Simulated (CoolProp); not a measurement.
Carbon monoxide along the isobar 2.38 MPa: Z from the reference equation and from simpler models built on Tc = -140.3 °C, pc = 3.498 MPa, ω = 0.050; each cubic takes its own stable root.

Computed with CoolProp (reference Helmholtz-energy equation of state, Lemmon 2006). It is a short technical equation, of lower accuracy than the large ones.

```json
[
 {"T (°C)": "-187.55", "phase": "liquid", "reference": "0.1198", "van der Waals": "0.1739", "Redlich-Kwong": "0.1196", "Soave-Redlich-Kwong": "0.1201", "Peng-Robinson": "0.1064"},
 {"T (°C)": "-174.15", "phase": "liquid", "reference": "0.1127", "van der Waals": "0.1630", "Redlich-Kwong": "0.1142", "Soave-Redlich-Kwong": "0.1142", "Peng-Robinson": "0.1010"},
 {"T (°C)": "-160.75", "phase": "liquid", "reference": "0.1112", "van der Waals": "0.1618", "Redlich-Kwong": "0.1164", "Soave-Redlich-Kwong": "0.1160", "Peng-Robinson": "0.1025"},
 {"T (°C)": "-147.35", "phase": "gas", "reference": "0.6212", "van der Waals": "0.6824", "Redlich-Kwong": "0.6261", "Soave-Redlich-Kwong": "0.6236", "Peng-Robinson": "0.5993"},
 {"T (°C)": "-133.95", "phase": "gas", "reference": "0.7676", "van der Waals": "0.7813", "Redlich-Kwong": "0.7639", "Soave-Redlich-Kwong": "0.7653", "Peng-Robinson": "0.7429"},
 {"T (°C)": "-120.55", "phase": "gas", "reference": "0.8369", "van der Waals": "0.8371", "Redlich-Kwong": "0.8330", "Soave-Redlich-Kwong": "0.8365", "Peng-Robinson": "0.8160"},
 {"T (°C)": "-107.15", "phase": "gas", "reference": "0.8801", "van der Waals": "0.8741", "Redlich-Kwong": "0.8764", "Soave-Redlich-Kwong": "0.8814", "Peng-Robinson": "0.8626"},
 {"T (°C)": "-93.75", "phase": "gas", "reference": "0.9097", "van der Waals": "0.9004", "Redlich-Kwong": "0.9061", "Soave-Redlich-Kwong": "0.9122", "Peng-Robinson": "0.8949"},
 {"T (°C)": "-80.35", "phase": "gas", "reference": "0.9309", "van der Waals": "0.9199", "Redlich-Kwong": "0.9274", "Soave-Redlich-Kwong": "0.9343", "Peng-Robinson": "0.9184"},
 {"T (°C)": "-66.95", "phase": "gas", "reference": "0.9468", "van der Waals": "0.9348", "Redlich-Kwong": "0.9432", "Soave-Redlich-Kwong": "0.9507", "Peng-Robinson": "0.9360"},
 {"T (°C)": "-53.55", "phase": "gas", "reference": "0.9588", "van der Waals": "0.9465", "Redlich-Kwong": "0.9552", "Soave-Redlich-Kwong": "0.9631", "Peng-Robinson": "0.9495"},
 {"T (°C)": "-40.15", "phase": "gas", "reference": "0.9683", "van der Waals": "0.9558", "Redlich-Kwong": "0.9646", "Soave-Redlich-Kwong": "0.9727", "Peng-Robinson": "0.9601"},
 {"T (°C)": "-26.75", "phase": "gas", "reference": "0.9757", "van der Waals": "0.9634", "Redlich-Kwong": "0.9719", "Soave-Redlich-Kwong": "0.9803", "Peng-Robinson": "0.9685"},
 {"T (°C)": "-13.35", "phase": "gas", "reference": "0.9817", "van der Waals": "0.9695", "Redlich-Kwong": "0.9778", "Soave-Redlich-Kwong": "0.9863", "Peng-Robinson": "0.9753"},
 {"T (°C)": "0.05", "phase": "gas", "reference": "0.9865", "van der Waals": "0.9747", "Redlich-Kwong": "0.9826", "Soave-Redlich-Kwong": "0.9910", "Peng-Robinson": "0.9808"},
 {"T (°C)": "13.45", "phase": "gas", "reference": "0.9905", "van der Waals": "0.9790", "Redlich-Kwong": "0.9865", "Soave-Redlich-Kwong": "0.9949", "Peng-Robinson": "0.9853"}
]
```
